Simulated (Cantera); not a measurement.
Cantera run, input and output.

```python
import numpy as np
import cantera as ct

gas = ct.Solution("gri30.yaml")


def delay(T, t_max=10):
    gas.TPX = T, 100000, {'CH4': 1, 'O2': 0.909, 'N2': 3.42}
    reactor = ct.IdealGasConstPressureReactor(gas, clone=False)
    net = ct.ReactorNet([reactor])
    net.rtol, net.atol = 1e-8, 1e-16
    while net.time < t_max:
        t_old, T_old = net.time, reactor.T
        net.step()
        if reactor.T > T + 400:  # ignition: a rise of 400 K
            return t_old + (T + 400 - T_old) / (reactor.T - T_old) * (net.time - t_old)
    return np.nan


taus = []
for T in [1200, 1275, 1350, 1425, 1500, 1575, 1650, 1725, 1800, 1875]:
    taus.append(delay(T))
    print(f"T0 = {T:6g} K   tau = {taus[-1]:.4e} s")
```

Result:

```
T0 =   1200 K   tau = 7.1418e-02 s
T0 =   1275 K   tau = 2.5359e-02 s
T0 =   1350 K   tau = 9.6241e-03 s
T0 =   1425 K   tau = 3.8828e-03 s
T0 =   1500 K   tau = 1.6734e-03 s
T0 =   1575 K   tau = 7.7793e-04 s
T0 =   1650 K   tau = 3.9276e-04 s
T0 =   1725 K   tau = 2.1517e-04 s
T0 =   1800 K   tau = 1.2693e-04 s
T0 =   1875 K   tau = 7.9757e-05 s
```

Detailed kinetics in Cantera: GRI-Mech 3.0 (53 species, 325 reactions).
